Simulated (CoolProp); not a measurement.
Vapour-liquid equilibrium of carbon dioxide (1) + ethane (2) at -30.05 °C; x and y are mole fractions of (1).

The numbers come from the multi-fluid Helmholtz-energy mixture model, Span 1996 and Bücker 2006; pair parameters Kunz 2012 in CoolProp.

```json
[
 {"x": "0.05", "bubble pressure (kPa)": "1173", "y at the bubble point": "0.120", "dew pressure at overall composition x (kPa)": "1107", "liquid density (mol/L)": "___"},
 {"x": "0.2", "bubble pressure (kPa)": "1435", "y at the bubble point": "0.352", "dew pressure at overall composition x (kPa)": "1257", "liquid density (mol/L)": "___"},
 {"x": "0.35", "bubble pressure (kPa)": "___", "y at the bubble point": "0.486", "dew pressure at overall composition x (kPa)": "1433", "liquid density (mol/L)": "16.77"},
 {"x": "0.5", "bubble pressure (kPa)": "1689", "y at the bubble point": "0.578", "dew pressure at overall composition x (kPa)": "1616", "liquid density (mol/L)": "17.77"},
 {"x": "0.65", "bubble pressure (kPa)": "1718", "y at the bubble point": "0.654", "dew pressure at overall composition x (kPa)": "1718", "liquid density (mol/L)": "19.15"},
 {"x": "0.8", "bubble pressure (kPa)": "1689", "y at the bubble point": "0.740", "dew pressure at overall composition x (kPa)": "1639", "liquid density (mol/L)": "21.02"},
 {"x": "0.95", "bubble pressure (kPa)": "1537", "y at the bubble point": "0.897", "dew pressure at overall composition x (kPa)": "1480", "liquid density (mol/L)": "23.48"}
]
```

Complete the blanks.


- 0.05, liquid density (mol/L): 15.46
- 0.2, liquid density (mol/L): 16.03
- 0.35, bubble pressure (kPa): 1601

y crosses x between x = 0.65 and 0.8: the model has an azeotrope there.

The pair parameters rest on a limited set of measurements; away from them the model extrapolates.
